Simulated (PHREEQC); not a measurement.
Make-up at 34 °C: 11 mmol/kgw H2SO4, 9.4 mmol/kgw CaCl2 and 26 mmol/kgw MgCl2. Closed to the air; pH follows from the charge balance.

Computed with PHREEQC (ion-association model, phreeqc.dat).

This is a speciation only: nothing precipitates in the calculation.

Task: Order these Ca species by the share of Ca that they hold, largest first: Ca+2, CaHSO4+, CaSO4.

Result: Ca+2 (91 %), CaSO4 (8.1 %), CaHSO4+ (1.2 %)

The pH is 1.81 and the ionic strength 0.116 mol/kgw.
